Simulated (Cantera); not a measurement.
Cantera run, input and output.

```python
import numpy as np
import cantera as ct

gas = ct.Solution("gri30.yaml")
gas.TPX = 2075, 56000, {'CH4': 1, 'H2O': 0.3}
reactor = ct.IdealGasConstPressureReactor(gas, energy="off", clone=False)
net = ct.ReactorNet([reactor])
net.rtol, net.atol = 1e-08, 1e-18
show = ['CH4', 'H2O', 'CH2CO', 'H', 'CO2']
times = np.geomspace(3e-06, 200, 14)

steps = ct.SolutionArray(gas, extra=["t"])
rows = []
print(f"{'t/s':>10s}{'T/K':>9s}{'P/Pa':>11s}" + "".join(f"{s:>11s}" for s in show))
for t in times:
    while net.time < t:
        t_next = net.step()
        steps.append(gas.state, t=t_next)
    rows.append([np.interp(t, steps.t, y) for y in (steps.T, steps.P, *steps(*show).X.T)])
    print(f"{t:10.3e}{rows[-1][0]:9.1f}{rows[-1][1]:11.4g}" + "".join(f"{x:11.3e}" for x in rows[-1][2:]))
rate = np.gradient(steps.T, steps.t)
print("integrator steps:", len(steps.t))
if steps.T.max() > steps.T[0] + 200:
    print(f"time of steepest temperature rise: {steps.t[rate.argmax()]:.4e} s")
gas.TPX = 2075, 56000, {'CH4': 1, 'H2O': 0.3}
gas.equilibrate("TP")
print(f"equilibrium (TP): T = {gas.T:.1f} K  " + "  ".join(f"{s} {gas[s].X[0]:.3e}" for s in show))
```

It prints:

```
       t/s      T/K       P/Pa        CH4        H2O      CH2CO          H        CO2
 3.000e-06   2075.0    5.6e+04  7.584e-01  2.299e-01  1.919e-11  5.775e-05  6.217e-13
 1.199e-05   2075.0    5.6e+04  7.057e-01  2.255e-01  7.761e-08  2.492e-04  4.662e-09
 4.795e-05   2075.0    5.6e+04  3.702e-01  1.848e-01  4.524e-05  1.368e-03  2.613e-06
 1.917e-04   2075.0    5.6e+04  1.238e-01  1.424e-01  1.255e-04  2.086e-03  4.166e-05
 7.664e-04   2075.0    5.6e+04  3.481e-02  1.186e-01  1.171e-04  2.624e-03  3.199e-04
 3.064e-03   2075.0    5.6e+04  1.394e-02  8.279e-02  7.670e-05  2.949e-03  9.942e-04
 1.225e-02   2075.0    5.6e+04  8.067e-03  2.899e-02  2.246e-05  3.040e-03  7.499e-04
 4.898e-02   2075.0    5.6e+04  2.344e-03  1.223e-03  1.015e-06  3.091e-03  3.949e-05
 1.958e-01   2075.0    5.6e+04  1.307e-03  3.574e-07  1.059e-07  3.097e-03  1.141e-08
 7.828e-01   2075.0    5.6e+04  1.307e-03  3.479e-07  1.059e-07  3.097e-03  1.110e-08
 3.130e+00   2075.0    5.6e+04  1.307e-03  3.479e-07  1.059e-07  3.097e-03  1.110e-08
 1.251e+01   2075.0    5.6e+04  1.307e-03  3.479e-07  1.059e-07  3.097e-03  1.110e-08
 5.003e+01   2075.0    5.6e+04  1.307e-03  3.479e-07  1.059e-07  3.097e-03  1.110e-08
 2.000e+02   2075.0    5.6e+04  1.307e-03  3.479e-07  1.059e-07  3.097e-03  1.110e-08
integrator steps: 1642
equilibrium (TP): T = 2075.0 K  CH4 1.307e-03  H2O 3.487e-07  CH2CO 1.059e-07  H 3.097e-03  CO2 1.112e-08
```

Model: GRI-Mech 3.0 (53 species, 325 reactions), integrated in Cantera. GRI-Mech 3.0 stops at C3 and has no aromatics, soot or wall deposition, so with more carbon than oxygen in the feed, carbon stays in small species such as C2H2 where larger ones or solid carbon would form.
